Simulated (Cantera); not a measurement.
Input: 1 mol Si, 0.028 mol CO₂, 140 mol H₂, 1.7 mol N₂O, held at 1048.15 K and 3.60 bar.

Cantera equilibrium calculation (NASA polynomials, part measured and part estimated; ideal gas, pure solids and liquids). Mutual solubility and eutectic melting of coexisting phases are not modelled. Kinetics and transport are ignored.

```tsv
species	before	after
H₂	0.988	0.967
H₂O	6.41e-5	0.0128
N₂	0.0113	0.0120
CH₄	0.000198	0.00709
CO₂	<1e-9	1.11e-5
CO	9.32e-8	0.000710
NH₃	0.000162	0.000161
SiO₂(β-quartz), mol	0.831	1.00
Si₂N₂O(s), mol	0.0844	0
```
Gas species are given as mole fractions.

Name the change that produced these shifts.
A. CO₂ from 0.028 to 3.5 mol
B. Si replaced by Si₃N₄
C. N₂O from 1.7 to 2.3 mol
D. CO₂ from 0.028 to 1.1 mol

D, CO₂ from 0.028 to 1.1 mol
